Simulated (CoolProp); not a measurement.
Properties of diethyl ether along the isotherm 239.95 °C.

The numbers come from the reference Helmholtz-energy equation of state, Thol 2014 in CoolProp.

```tsv
p (MPa)	phase	cv (kJ/(kg K))	speed of sound (m/s)	Joule-Thomson coefficient (K/MPa)
1.16	gas	…	228.3	6.697
2.32	gas	2.228	207.6	7.611
3.48	gas	2.271	184.4	…
4.65	supercritical	2.325	161.1	9.419
5.81	supercritical	…	…	8.529
6.97	supercritical	2.367	172.7	…
8.13	supercritical	2.336	217.7	2.950
9.29	supercritical	2.312	260.3	1.934
```

Problem. Complete the blanks.

Solution. 
- 1.16, cv (kJ/(kg K)): 2.195
- 3.48, Joule-Thomson coefficient (K/MPa): 8.650
- 5.81, cv (kJ/(kg K)): 2.375
- 5.81, speed of sound (m/s): 148.8
- 6.97, Joule-Thomson coefficient (K/MPa): 5.142
